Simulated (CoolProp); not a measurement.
CH2F2 (R32) at 243.42 K and 0.0796 MPa is compressed adiabatically to 0.312 MPa with isentropic efficiency 0.8. Each further row changes one setting.

Computed with CoolProp (reference Helmholtz-energy equation of state, Tillner-Roth 1997).

```csv
case,work (kJ/kg),final temperature (K),final density (kg/m³)
as stated,?,?,5.94
efficiency 1,59.8,?,?
efficiency 0.65,?,?,?
```

Q: Some entries are withheld; supply them.

A: 
- as stated, work (kJ/kg): 74.7
- as stated, final temperature (K): 336.8
- efficiency 1, final temperature (K): 320.5
- efficiency 1, final density (kg/m³): 6.28
- efficiency 0.65, work (kJ/kg): 92.0
- efficiency 0.65, final temperature (K): 355.2
- efficiency 0.65, final density (kg/m³): 5.61
